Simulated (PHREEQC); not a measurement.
Consider water at 25 °C with 7.4 mmol/kgw KOH, 0.044 mmol/kgw Na2SiO3 and 67 mmol/kgw K2CO3. Closed to the air; pH follows from the charge balance.

Model: ion-association model, wateq4f.dat, run in PHREEQC.

No solid was allowed to form.

### Question
Predict the pH.

### Answer
pH 11.77.

### Question
In which forms is C present?

### Answer
CO3-2 99 %, HCO3- 1.5 % of the C.

Complexes and solids missing from the database can't appear.
